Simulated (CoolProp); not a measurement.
Vapour-liquid equilibrium of cis-2-butene (1) + acetone (2) at 0.531 MPa; x and y are mole fractions of (1).

Computed with CoolProp (multi-fluid Helmholtz-energy mixture model, Lemmon 2005 and Lemmon 2006; pair parameters Bell 2016).

```
x     bubble temperature (K)  y at the bubble point  dew temperature at overall composition x (K)  liquid density (mol/L)
----  ----------------------  ---------------------  --------------------------------------------  ----------------------
0.05                   377.7                  0.227                                         385.5                   11.67
0.15                   362.3                  0.514                                         381.2                   11.69
0.25                   352.1                  0.661                                         376.6                   11.59
0.35                   345.6                  0.742                                         371.6                   11.43
0.45                   341.3                  0.792                                         366.1                   11.23
0.55                   338.3                  0.827                                         360.0                   11.02
0.65                   335.9                  0.857                                         353.0                   10.81
0.75                   334.0                  0.886                                         344.9                   10.62
0.85                   332.2                  0.921                                         336.4                   10.46
0.95                   330.5                  0.969                                         331.1                   10.32
```

No azeotrope shows between x = 0.05 and 0.95.

Pair parameters are fitted to limited data, so mixtures are less certain than the pure fluids.
